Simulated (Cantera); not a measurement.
A Cantera script and its output.

```python
import numpy as np
import cantera as ct

gas = ct.Solution("gri30.yaml")


def delay(T, t_max=10):
    gas.TPX = T, 500000, {'CO': 1, 'H2': 0.074, 'O2': 0.559, 'N2': 2.1}
    reactor = ct.IdealGasConstPressureReactor(gas, clone=False)
    net = ct.ReactorNet([reactor])
    net.rtol, net.atol = 1e-8, 1e-16
    while net.time < t_max:
        t_old, T_old = net.time, reactor.T
        net.step()
        if reactor.T > T + 400:  # ignition: a rise of 400 K
            return t_old + (T + 400 - T_old) / (reactor.T - T_old) * (net.time - t_old)
    return np.nan


taus = []
for T in [1225, 1300, 1375, 1450, 1525]:
    taus.append(delay(T))
    print(f"T0 = {T:6g} K   tau = {taus[-1]:.4e} s")

# d ln(tau) / d ln(k), from doubling and halving each rate constant
T, sens = 1525, []
for i in range(gas.n_reactions):
    gas.set_multiplier(2.0, i)
    up = delay(T)
    gas.set_multiplier(0.5, i)
    down = delay(T)
    gas.set_multiplier(1.0, i)
    sens.append((np.log(up / down) / np.log(4.0), gas.reaction(i).equation))
sens.sort(key=lambda x: -abs(x[0]))
print(f"sensitivities at {T} K")
for s, eq in sens[:10]:
    print(f"{s:8.3f}  {eq}")
```

It prints:

```
T0 =   1225 K   tau = 3.6097e-05 s
T0 =   1300 K   tau = 2.2057e-05 s
T0 =   1375 K   tau = 1.6064e-05 s
T0 =   1450 K   tau = 1.2885e-05 s
T0 =   1525 K   tau = 1.0988e-05 s
sensitivities at 1525 K
  -0.329  CO + OH <=> CO2 + H
  -0.251  H + O2 <=> O + OH
  -0.228  H2 + O <=> H + OH
  -0.055  CO + O (+M) <=> CO2 (+M)
  -0.036  CO + O2 <=> CO2 + O
  -0.023  H + O2 + M <=> HO2 + M
  -0.018  H + O2 + N2 <=> HO2 + N2
  -0.018  H + O2 + H2O <=> HO2 + H2O
  -0.016  H + HO2 <=> 2 OH
  -0.014  CO + HO2 <=> CO2 + OH
```

Cantera simulation using GRI-Mech 3.0 (53 species, 325 reactions); the numbers are that mechanism's predictions, not measurements. The hydrogen kinetics of GRI-Mech 3.0 are dated; newer H2 mechanisms differ, most at raised pressure. Where the delays flatten at high temperature, the 400 K rule measures the pace of heat release, not the induction time.
